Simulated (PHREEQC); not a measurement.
A solution holds 0.0026 mol/kgw Pb(NO3)2, at 25 °C. Closed to the air; pH follows from the charge balance.

Model: ion-association model, wateq4f.dat, run in PHREEQC.

Each row changes one thing in this solution. No solid was allowed to form.

| case | pH | PbNO3+ (mol/kgw) | Pb2OH+3 (mol/kgw) | SI of Pb(OH)2 (Pb(OH)2) | SI of Litharge (PbO) |
|---|---|---|---|---|---|
| as made | 5.22 | 0.000128 | 4.81e-7 | -0.48 | -5.05 |
| 0.00068 mol/kgw KCl added | 5.23 | 0.000124 | 4.75e-7 | -0.48 | -5.05 |
| Pb(NO3)2 from 0.0026 to 0.00286 mol/kgw | 5.20 | 0.000152 | 5.56e-7 | -0.48 | -5.05 |
| 8.2e-05 mol/kgw PbCl2 added | 5.21 | 0.000131 | 5.03e-7 | -0.48 | -5.05 |
| temperature from 25 to 65 °C | 5.22 | 0.000124 | 4.92e-7 | +0.73 | -3.63 |

Species that the database lacks are ignored. Some of these states are supersaturated (in Pb(OH)2, for instance). Constants without temperature data keep their 25 °C values here.
